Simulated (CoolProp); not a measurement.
Carbon monoxide along the isotherm -62.95 °C: Z from the reference equation and from simpler models built on Tc = -140.3 °C, pc = 3.498 MPa, ω = 0.050; each cubic takes its own stable root.

Model: reference Helmholtz-energy equation of state, Lemmon 2006, in CoolProp. It is a short technical equation, of lower accuracy than the large ones.

```json
[
 {"p (MPa)": "3.5", "phase": "supercritical", "reference": "0.9295"},
 {"p (MPa)": "7", "phase": "supercritical", "reference": "0.8752"},
 {"p (MPa)": "10.5", "phase": "supercritical", "reference": "0.8457"},
 {"p (MPa)": "14", "phase": "supercritical", "reference": "0.8460"},
 {"p (MPa)": "17.5", "phase": "supercritical", "reference": "0.8722"},
 {"p (MPa)": "21", "phase": "supercritical", "reference": "0.9160"},
 {"p (MPa)": "24.5", "phase": "supercritical", "reference": "0.9701"},
 {"p (MPa)": "28", "phase": "supercritical", "reference": "1.030"},
 {"p (MPa)": "31.5", "phase": "supercritical", "reference": "1.093"},
 {"p (MPa)": "35", "phase": "supercritical", "reference": "1.158"}
]
```

Q: How far does each simpler model (van der Waals, Redlich-Kwong, Soave-Redlich-Kwong) lie from the reference over these 10 states: mean and median of the absolute difference, and the worst?

A: 
- van der Waals: mean 5.6 %, median 5.4 %, worst +11.0 % at -62.95 °C and 35 MPa
- Redlich-Kwong: mean 1.2 %, median 1.0 %, worst -2.3 % at -62.95 °C and 35 MPa
- Soave-Redlich-Kwong: mean 2.0 %, median 2.0 %, worst +3.6 % at -62.95 °C and 14 MPa
